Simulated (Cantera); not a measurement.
A freely propagating, adiabatic, planar premixed flame of H₂ : O₂ : N₂ = 1 : 0.238 : 0.895 (molar parts), equivalence ratio 2.1, unburnt at 600 K and 58000 Pa; mixture-averaged transport, grid criteria slope 0.08 and curve 0.16, no radiation.

Cantera simulation using the H2/O2 subset of GRI-Mech 3.0, which has no nitrogen chemistry; the numbers are that mechanism's predictions, not measurements. Burning velocities carry a grid error of a few per cent, more on coarse grids.

### Question
What does this change do: O2 0.238 to 0.18 parts?

### Answer
```
quantity                    before     after
------------------------  --------  --------
laminar burning velocity  846 cm/s  642 cm/s
thermal thickness         0.922 mm   1.01 mm
peak x(H)                    0.105    0.0731
peak x(H₂O₂)               4.00e-6   3.25e-6
peak x(OH)                 0.00471   0.00127
peak x(O)                  0.00432   0.00180
```
